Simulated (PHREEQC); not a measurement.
Make-up at 20 °C: 0.0057 mol/kgw HF, 0.00051 mol/kgw (CH3)4NF and 0.0091 mol/kgw LiF. Closed to the air; pH follows from the charge balance.

Model: ion-association model, phreeqc.dat, run in PHREEQC.

Precipitation was switched off in this run.

### Question
Predict the pH, ionic strength.

### Answer
pH 3.38; ionic strength 0.0101 mol/kgw.

### Question
In which forms is F present?

### Answer
F- 65 %, HF 33 %, HF2- 2.4 % of the F.

(CH3)4N+ isn't in the database: it is added as a free cation with an ion size of 4 Å.
